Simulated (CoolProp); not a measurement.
Vapour pressure (kPa) of methanol: the reference equation beside estimates from Tc = 513.4 K, pc = 8216 kPa, ω = 0.565.

The numbers come from the reference Helmholtz-energy equation of state, de Reuck 1993 in CoolProp.

```json
[
 {"T (K)": "250.5", "reference": "0.8419", "van der Waals": "193.2", "Soave-Redlich-Kwong": "0.4923"},
 {"T (K)": "271.6", "reference": "3.676", "van der Waals": "331.4", "Soave-Redlich-Kwong": "2.608"},
 {"T (K)": "292.7", "reference": "(withheld)", "van der Waals": "528.2", "Soave-Redlich-Kwong": "10.34"},
 {"T (K)": "313.7", "reference": "(withheld)", "van der Waals": "792.3", "Soave-Redlich-Kwong": "32.52"},
 {"T (K)": "334.8", "reference": "90.54", "van der Waals": "1136", "Soave-Redlich-Kwong": "86.06"},
 {"T (K)": "355.9", "reference": "(withheld)", "van der Waals": "1567", "Soave-Redlich-Kwong": "197.5"},
 {"T (K)": "377", "reference": "398.8", "van der Waals": "2094", "Soave-Redlich-Kwong": "404.4"},
 {"T (K)": "398", "reference": "(withheld)", "van der Waals": "2719", "Soave-Redlich-Kwong": "752.8"}
]
```

**Question.** Some entries are withheld; supply them.

**Answer.** 
- 292.7, reference: 12.72
- 313.7, reference: 36.44
- 355.9, reference: 199.6
- 398, reference: 732.8

Absolute difference from the reference over all 8 rows, mean and median: van der Waals 5053.2 and 1614.5 %, Soave-Redlich-Kwong 13.8 and 7.9 %.
